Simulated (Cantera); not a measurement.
What does this Cantera script print?

```python
import numpy as np
import cantera as ct

gas_names = """
    CL CLO CL2 N NO NO2 NO3 N2 N2O O O2 O3 Si SiCL SiCL2 SiCL3 SiCL4 SiN SiO SiO2 Si2 Si2N Si3
""".split()
cond_names = """
    Si(cr) Si(L) SiO2(Lqz) SiO2(hqz) SiO2(L) Si2N2O(s) Si3N4(a)
""".split()


# ... load() reads the species with a 1 bar reference pressure and builds the phases ...
atoms = {
    'SiCl4': {'Si': 1, 'CL': 4},
    'NO': {'N': 1, 'O': 1},
}
top_T = {'Si2N2O(s)': 2100, 'Si3N4(a)': 2400}  # K; cautious upper limits of use, not melting points


# ... equilibrate(T, P, feed) seeds the gas with the atoms and calls Mixture.equilibrate('TP', solver="vcs", rtol=1e-11, max_steps=5000) ...
results = []
T = 1625  # K
P = 2600  # Pa
for m in [0.62, 0.82, 1.1, 1.5, 1.9, 2.6, 3.5, 4.6, 6.1, 8.2, 11, 14, 19]:
    feed = {'SiCl4': 1, 'NO': m}  # mol
    mix = equilibrate(T, P, feed)
    results.append((T, P, feed, dict(zip(mix.species_names, mix.species_moles))))

top = {s: max(r[3][s] / sum(r[3][g] for g in gas_names) for r in results) for s in gas_names}
cols = sorted((s for s in top if top[s] > 1e-06), key=lambda s: -top[s])[:7]
seen = [c for c in cond_names if any(r[3].get(c, 0) > 1e-12 for r in results)]
print("log10 of partial pressures in bar; condensed amounts in mol")
print(f"{'n(NO)':>10s}" + "".join(f"{s[:9]:>10s}" for s in cols + seen))
for T, P, feed, n in results:
    ng = sum(n[g] for g in gas_names)
    print(f"{feed['NO']:10.4g}" + "".join(f"{np.log10(max(n[s] / ng * P / 1e5, 1e-99)):10.3f}" for s in cols)
          + "".join(f"{n.get(c, 0):10.4g}" for c in seen))
```

Output:

```
log10 of partial pressures in bar; condensed amounts in mol
     n(NO)        N2        CL        O2     SiCL4       CL2        NO     SiCL3 SiO2(hqz)
      0.62    -2.379    -2.082    -8.209    -2.032    -2.373    -7.571    -4.646      0.31
      0.82    -2.316    -2.041    -7.918    -2.159    -2.291    -7.394    -4.814      0.41
       1.1    -2.259    -2.004    -7.582    -2.347    -2.217    -7.197    -5.039      0.55
       1.5    -2.208    -1.971    -7.113    -2.686    -2.151    -6.937    -5.411      0.75
       1.9    -2.175    -1.951    -6.262    -3.454    -2.110    -6.495    -6.199    0.9499
       2.6    -2.123    -1.990    -2.763    -7.110    -2.188    -4.720    -9.816         1
       3.5    -2.079    -2.045    -2.448    -7.643    -2.298    -4.540   -10.295         1
       4.6    -2.044    -2.100    -2.293    -8.021    -2.410    -4.445   -10.617         1
       6.1    -2.014    -2.163    -2.188    -8.378    -2.535    -4.378   -10.911         1
       8.2    -1.989    -2.235    -2.111    -8.741    -2.678    -4.326   -11.202         1
        11    -1.968    -2.311    -2.055    -9.101    -2.831    -4.288   -11.487         1
        14    -1.954    -2.378    -2.021    -9.402    -2.964    -4.264   -11.721         1
        19    -1.939    -2.467    -1.988    -9.794    -3.143    -4.240   -12.023         1
```

Equilibrium computed with Cantera from the NASA thermochemical tables; the gas is ideal and each condensed phase is pure. The tables' values for SiCl3 are old estimates; treat these amounts as uncertain. The tables hold silica as quartz up to 1696 K and as liquid above; real silica turns to tridymite and cristobalite and melts near 1996 K.
